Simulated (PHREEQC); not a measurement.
# Metal-bearing waste water (model solution)

Consider water at 20 °C with 31 mmol/kgw FeCl3, 0.087 mmol/kgw ZnCl2 and 140 mmol/kgw H2SO4. Closed to the air; pH follows from the charge balance.

The numbers come from PHREEQC with the ion-association model, wateq4f.dat.

No solid was allowed to form.

Question: Predict the pH.

Answer: pH 0.86.

Question: In which forms is Fe present?

Answer: FeSO4+ 45 %, FeHSO4+2 41 %, Fe+3 5.3 %, Fe(SO4)2- 5.0 %, FeCl+2 3.7 % of the Fe.

Examples of supersaturated solids here: Hematite (slow to form). Others may be too.
